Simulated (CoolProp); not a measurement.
Vapour-liquid equilibrium of ethane (1) + C3F8 (R218) (2) at 391 kPa; x and y are mole fractions of (1).

The numbers come from the multi-fluid Helmholtz-energy mixture model, Bücker 2006 and Lemmon 2006; pair parameters Bell 2016 in CoolProp.

```json
[
 {"x": "0.05", "bubble temperature, mixture model (°C)": "-12.9", "bubble temperature, Raoult's law (°C)": "-8.6", "y, mixture model": "0.323", "y, Raoult's law": "0.246"},
 {"x": "0.125", "bubble temperature, mixture model (°C)": "-27.3", "bubble temperature, Raoult's law (°C)": "-17.2", "y, mixture model": "0.627", "y, Raoult's law": "0.491"},
 {"x": "0.2", "bubble temperature, mixture model (°C)": "-37.6", "bubble temperature, Raoult's law (°C)": "-24.2", "y, mixture model": "0.772", "y, Raoult's law": "0.646"},
 {"x": "0.275", "bubble temperature, mixture model (°C)": "-44.1", "bubble temperature, Raoult's law (°C)": "-30.0", "y, mixture model": "0.841", "y, Raoult's law": "0.748"},
 {"x": "0.35", "bubble temperature, mixture model (°C)": "-48.3", "bubble temperature, Raoult's law (°C)": "-35.0", "y, mixture model": "0.877", "y, Raoult's law": "0.817"},
 {"x": "0.425", "bubble temperature, mixture model (°C)": "-50.8", "bubble temperature, Raoult's law (°C)": "-39.2", "y, mixture model": "0.897", "y, Raoult's law": "0.867"},
 {"x": "0.5", "bubble temperature, mixture model (°C)": "-52.4", "bubble temperature, Raoult's law (°C)": "-42.9", "y, mixture model": "0.909", "y, Raoult's law": "0.903"},
 {"x": "0.575", "bubble temperature, mixture model (°C)": "-53.6", "bubble temperature, Raoult's law (°C)": "-46.2", "y, mixture model": "0.918", "y, Raoult's law": "0.929"},
 {"x": "0.65", "bubble temperature, mixture model (°C)": "-54.5", "bubble temperature, Raoult's law (°C)": "-49.0", "y, mixture model": "0.926", "y, Raoult's law": "0.950"},
 {"x": "0.725", "bubble temperature, mixture model (°C)": "-55.4", "bubble temperature, Raoult's law (°C)": "-51.6", "y, mixture model": "0.935", "y, Raoult's law": "0.965"},
 {"x": "0.8", "bubble temperature, mixture model (°C)": "-56.3", "bubble temperature, Raoult's law (°C)": "-53.9", "y, mixture model": "0.945", "y, Raoult's law": "0.978"},
 {"x": "0.875", "bubble temperature, mixture model (°C)": "-57.3", "bubble temperature, Raoult's law (°C)": "-56.1", "y, mixture model": "0.960", "y, Raoult's law": "0.988"},
 {"x": "0.95", "bubble temperature, mixture model (°C)": "-58.4", "bubble temperature, Raoult's law (°C)": "-58.0", "y, mixture model": "0.981", "y, Raoult's law": "0.996"}
]
```

The largest gap from Raoult's law is -14.1 K in bubble temperature, at x = 0.275. No azeotrope shows between x = 0.05 and 0.95.

The pair parameters rest on a limited set of measurements; away from them the model extrapolates. With so large a gap from Raoult's law the liquid may split in two, which this calculation doesn't test in full.
